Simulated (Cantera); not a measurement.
Cantera run:

```python
import numpy as np
import cantera as ct

gas_names = """
    CL CL2 H HCL H2 N NH NH2 NH3 N2 N2H2 N2H4 Si SiCL SiCL2 SiCL3 SiCL4 SiH SiHCL3 SiH2 SiH2CL2 SiH3
    SiH3CL SiH4 SiN Si2 Si2N Si3
""".split()
cond_names = """
    NH4CL(a) NH4CL(b) Si(cr) Si(L) Si3N4(a)
""".split()


# ... load() reads the species with a 1 bar reference pressure and builds the phases ...
atoms = {
    'SiCl4': {'Si': 1, 'CL': 4},
    'NH3': {'N': 1, 'H': 3},
    'N2': {'N': 2},
}
top_T = {'Si3N4(a)': 2400}  # K; cautious upper limits of use, not melting points


# ... equilibrate(T, P, feed) seeds the gas with the atoms and calls Mixture.equilibrate('TP', solver="vcs", rtol=1e-11, max_steps=5000) ...
results = []
feed = {'SiCl4': 1, 'NH3': 0.45, 'N2': 1}  # mol
T = 1350  # K
P = 13332.2  # Pa
mix = equilibrate(T, P, feed)
results.append((T, P, feed, dict(zip(mix.species_names, mix.species_moles))))
print(gas.report(threshold=0.001))
for i in range(1, mix.n_phases):
    print(f"{mix.phase(i).name:16s} {mix.phase_moles(i):12.5e} mol")
```

Output:

```
       temperature   1350 K
          pressure   13332 Pa
           density   0.077212 kg/m^3
  mean mol. weight   65.005 kg/kmol
   phase of matter   gas

                          1 kg             1 kmol
                     ---------------   ---------------
          enthalpy        -2.202e+06       -1.4314e+08  J
   internal energy       -2.3747e+06       -1.5437e+08  J
           entropy            4972.7        3.2325e+05  J/K
    Gibbs function       -8.9152e+06       -5.7954e+08  J
 heat capacity c_p            802.46             52164  J/K
 heat capacity c_v            674.56             43850  J/K

                      mass frac. Y      mole frac. X     chem. pot. / RT
                     ---------------   ---------------   ---------------
               HCL           0.17536           0.31267           -36.494
                H2         0.0020663          0.066627           -23.025
                N2           0.15499           0.35966           -28.732
             SiCL2         0.0069629         0.0045727           -61.097
             SiCL3          0.030595          0.014794           -86.079
             SiCL4           0.62394           0.23875           -111.06
            SiHCL3         0.0060702         0.0029134           -97.591
     [  +21 minor]        1.1733e-05        1.3618e-05

Si(cr)            0.00000e+00 mol
Si3N4(a)          7.16368e-02 mol
```

These are equilibrium values from Cantera (NASA tables, ideal gas, pure condensed phases), not measurements of a reactor. The tables' values for SiCl3 are old estimates; treat these amounts as uncertain.
